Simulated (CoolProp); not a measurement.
n-octane along the isobar 0.756 MPa: fugacity coefficient from the reference equation and from simpler models built on Tc = 568.7 K, pc = 2.484 MPa, ω = 0.398; each cubic takes its own stable root.

Model: reference Helmholtz-energy equation of state, Beckmüller 2019, in CoolProp.

| T (K) | phase | reference | van der Waals | Redlich-Kwong | Soave-Redlich-Kwong | Peng-Robinson |
|---|---|---|---|---|---|---|
| 454.9 | liquid | 0.4557 | 0.8465 | 0.6884 | 0.4693 | 0.4600 |
| 463.2 | liquid | 0.5283 | 0.8530 | 0.7660 | 0.5446 | 0.5332 |
| 471.5 | liquid | 0.6076 | 0.8591 | 0.8259 | 0.6267 | 0.6132 |
| 479.8 | liquid | 0.6936 | 0.8648 | 0.8344 | 0.7156 | 0.6997 |
| 488.1 | liquid | 0.7862 | 0.8702 | 0.8422 | 0.8110 | 0.7926 |
| 496.5 | gas | 0.8234 | 0.8754 | 0.8497 | 0.8365 | 0.8256 |
| 504.8 | gas | 0.8339 | 0.8802 | 0.8566 | 0.8454 | 0.8346 |
| 513.1 | gas | 0.8435 | 0.8848 | 0.8631 | 0.8537 | 0.8429 |

At some of these states van der Waals, Redlich-Kwong gives the other phase, because its saturation line lies elsewhere.
